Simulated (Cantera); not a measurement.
A Cantera script and its output.

```python
import numpy as np
import cantera as ct

gas = ct.Solution("h2o2.yaml")
gas.TPX = 925, 2666, {'H2': 0.34, 'O2': 1}
reactor = ct.IdealGasConstPressureReactor(gas, energy="off", clone=False)
net = ct.ReactorNet([reactor])
net.rtol, net.atol = 1e-08, 1e-18
show = ['H2', 'O2', 'OH', 'H', 'H2O2']
times = np.geomspace(0.0001, 4, 12)

steps = ct.SolutionArray(gas, extra=["t"])
rows = []
print(f"{'t/s':>10s}{'T/K':>9s}{'P/Pa':>11s}" + "".join(f"{s:>11s}" for s in show))
for t in times:
    while net.time < t:
        t_next = net.step()
        steps.append(gas.state, t=t_next)
    rows.append([np.interp(t, steps.t, y) for y in (steps.T, steps.P, *steps(*show).X.T)])
    print(f"{t:10.3e}{rows[-1][0]:9.1f}{rows[-1][1]:11.4g}" + "".join(f"{x:11.3e}" for x in rows[-1][2:]))
rate = np.gradient(steps.T, steps.t)
print("integrator steps:", len(steps.t))
if steps.T.max() > steps.T[0] + 200:
    print(f"time of steepest temperature rise: {steps.t[rate.argmax()]:.4e} s")
gas.TPX = 925, 2666, {'H2': 0.34, 'O2': 1}
gas.equilibrate("TP")
print(f"equilibrium (TP): T = {gas.T:.1f} K  " + "  ".join(f"{s} {gas[s].X[0]:.3e}" for s in show))
```

It prints:

```
       t/s      T/K       P/Pa         H2         O2         OH          H       H2O2
 1.000e-04    925.0       2666  2.537e-01  7.463e-01  3.778e-12  4.288e-11  3.921e-15
 2.620e-04    925.0       2666  2.537e-01  7.463e-01  2.143e-11  2.011e-10  2.784e-14
 6.867e-04    925.0       2666  2.537e-01  7.463e-01  5.013e-10  4.473e-09  2.552e-13
 1.799e-03    925.0       2666  2.537e-01  7.463e-01  1.199e-06  1.065e-05  2.093e-10
 4.715e-03    925.0       2666  1.801e-02  6.974e-01  3.870e-03  2.086e-02  2.144e-06
 1.236e-02    925.0       2666  1.960e-03  7.092e-01  3.219e-04  9.637e-05  1.330e-06
 3.238e-02    925.0       2666  5.476e-04  7.094e-01  1.174e-04  7.944e-06  7.837e-07
 8.484e-02    925.0       2666  1.304e-04  7.094e-01  5.651e-05  8.647e-07  3.879e-07
 2.223e-01    925.0       2666  2.180e-05  7.094e-01  2.729e-05  7.457e-08  1.593e-07
 5.825e-01    925.0       2666  2.518e-06  7.094e-01  1.260e-05  5.480e-09  6.298e-08
 1.526e+00    925.0       2666  2.041e-07  7.094e-01  6.009e-06  4.812e-10  2.432e-08
 4.000e+00    925.0       2666  1.505e-08  7.094e-01  3.142e-06  6.347e-11  9.613e-09
integrator steps: 1594
equilibrium (TP): T = 925.0 K  H2 1.662e-11  O2 7.094e-01  OH 1.353e-07  H 6.544e-15  H2O2 3.991e-11
```

Model: the H2/O2 subset of GRI-Mech 3.0, which has no nitrogen chemistry, integrated in Cantera. Radical loss at walls, strong at low pressure, is not modelled. Below about 950 K walls govern HO2 and H2O2 in real vessels. The temperature is held fixed by assumption; the heat of reaction is taken as removed at once.
